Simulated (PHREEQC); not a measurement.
# Copper plating or etch bath: speciation

Consider water at 20 °C with 0.022 mol/kgw Cu(NO3)2, 0.0005 mol/kgw HCl and 0.0093 mol/kgw FeCl3. Closed to the air; pH follows from the charge balance.

The numbers come from PHREEQC with the ion-association model, wateq4f.dat.

Each row changes one thing in this solution. Precipitation was switched off in this run.

```tsv
case	pH	ionic strength (mol/kgw)	Cl- (mol/kgw)	CuCl+ (mol/kgw)	CuCl2 (mol/kgw)	CuOH+ (mol/kgw)	SI of Tenorite (CuO)	SI of Cu(OH)2 (Cu(OH)2)
as made	2.37	0.114	0.0269	0.000469	3.59e-6	2.56e-8	-5.15	-6.17
FeCl3 from 0.0093 to 0.0186 mol/kgw	2.19	0.160	0.0515	0.000801	1.09e-5	1.56e-8	-5.56	-6.59
HCl left out	2.39	0.114	0.0265	0.000461	3.48e-6	2.71e-8	-5.10	-6.12
HCl from 0.0005 to 0.00045 mol/kgw	2.37	0.114	0.0269	0.000468	3.58e-6	2.57e-8	-5.15	-6.17
FeCl3 replaced by CdCl2 at the same molality	3.38	0.0865	0.0154	0.000292	1.36e-6	2.80e-7	-3.09	-4.11
Cu(NO3)2 from 0.022 to 0.033 mol/kgw	2.37	0.147	0.0268	0.000651	4.69e-6	3.65e-8	-5.01	-6.03
Cu(NO3)2 from 0.022 to 0.011 mol/kgw	2.37	0.0812	0.0270	0.000258	2.14e-6	1.36e-8	-5.41	-6.43
diluted 2-fold with water	2.58	0.0568	0.0138	0.000147	6.62e-7	2.38e-8	-4.95	-5.97
HCl from 0.0005 to 0.00055 mol/kgw	2.37	0.114	0.0269	0.000469	3.60e-6	2.54e-8	-5.16	-6.18
```

Some of these states are supersaturated (in Hematite (slow to form), Goethite (slow to form), for instance).
